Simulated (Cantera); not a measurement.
Equilibrium for abatement and gas-phase synthesis: NF3 + O2 + N2 + SO2

A closed system holds: 1 mol NF3, 0.019 mol O2, 2 mol N2, a varied amount of SO2, at 2425 K and 33.0 mbar.

These are equilibrium values from Cantera (NASA tables, ideal gas, pure condensed phases), not measurements of a reactor. Candidate condensed phases: S; 35 gas species. The tables' values for SOF2 are old estimates; treat these amounts as uncertain. Rates play no part.

```
n(SO2) (mol)  log p F  log p N2  log p SO2  log p SO  log p O2  log p O  log p NO  log p S
------------  -------  --------  ---------  --------  --------  -------  --------  -------
0.0068          -1.75     -1.83      -4.59     -4.93     -4.22    -4.11     -4.33    -5.85
0.012           -1.75     -1.83      -4.34     -4.69     -4.19    -4.10     -4.32    -5.63
0.022           -1.75     -1.83      -4.07     -4.44     -4.14    -4.08     -4.29    -5.40
0.041           -1.75     -1.83      -3.78     -4.20     -4.07    -4.04     -4.26    -5.19
0.074           -1.75     -1.83      -3.51     -3.97     -3.98    -3.99     -4.21    -5.01
0.14            -1.76     -1.84      -3.22     -3.74     -3.86    -3.93     -4.16    -4.85
0.25            -1.77     -1.85      -2.96     -3.54     -3.73    -3.87     -4.10    -4.71
```
log p: log10 of the partial pressure in bar; nothing condenses.

From 0.0068 mol SO2 to 0.25 mol SO2 nothing is condensed.
